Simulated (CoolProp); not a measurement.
A simple Rankine cycle with R134a: condensing at 324.15 K, boiler at 3.35 MPa, turbine inlet 454 K, turbine efficiency 0.65, pump efficiency 0.6, no recuperator. Each further row changes one setting.

Values from CoolProp's reference Helmholtz-energy equation of state, Tillner-Roth 1994.

```
case                             thermal efficiency (%)  net work (kJ/kg)  heat in (kJ/kg)  turbine exit temperature (K)  volume ratio over the turbine
-------------------------------  ----------------------  ----------------  ---------------  ----------------------------  -----------------------------
as stated                                           5.6              15.5              278                         425.1                           2.52
condensing temperature 316.15 K                     6.7              19.3              290                         419.6                           3.09
boiler pressure 2.34 MPa                            3.6              10.3              287                         437.7                           1.73
turbine efficiency 0.55                             4.5              12.6              278                         427.7                           2.54
```
